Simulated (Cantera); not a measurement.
Ignition delay

Mixture: 11.4 % CO, 8.23 % H₂, 16.7 % O₂, 62.6 % N₂, 1.05 % H₂O, at 750 Torr, adiabatic and at constant volume. Ignition delay is the time to a rise of 400 K.

Model: GRI-Mech 3.0 (53 species, 325 reactions), integrated in Cantera. Below about 950 K walls govern HO2 and H2O2 in real vessels. Where the delays flatten at high temperature, the 400 K rule measures the pace of heat release, not the induction time.

```json
[
 {"T0 (K)": "900", "delay (ms)": "64.9"},
 {"T0 (K)": "1000", "delay (ms)": "0.413"},
 {"T0 (K)": "1100", "delay (ms)": "0.120"},
 {"T0 (K)": "1200", "delay (ms)": "0.0664"},
 {"T0 (K)": "1300", "delay (ms)": "0.0456"},
 {"T0 (K)": "1400", "delay (ms)": "0.0359"},
 {"T0 (K)": "1500", "delay (ms)": "0.0314"},
 {"T0 (K)": "1600", "delay (ms)": "0.0298"},
 {"T0 (K)": "1700", "delay (ms)": "0.0302"}
]
```
